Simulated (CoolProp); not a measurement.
The numbers come from the reference Helmholtz-energy equation of state, Platzer 1990 in CoolProp. This equation is an older, rougher fit; its heat capacities, sound speeds and derivatives of the liquid may be far off and weren't checked against measurements.

Problem. Give the vapour pressure (MPa), vapour density (kg/m³), enthalpy of vaporisation (kJ/kg) of saturated R21 at -6.55, 33.65, 93.95 °C.

Solution. 
```tsv
T (°C)	p (MPa)	vapour density (kg/m³)	enthalpy of vaporisation (kJ/kg)
-6.55	0.0535	2.54	247
33.65	0.242	10.5	225
93.95	1.17	48.4	182
```
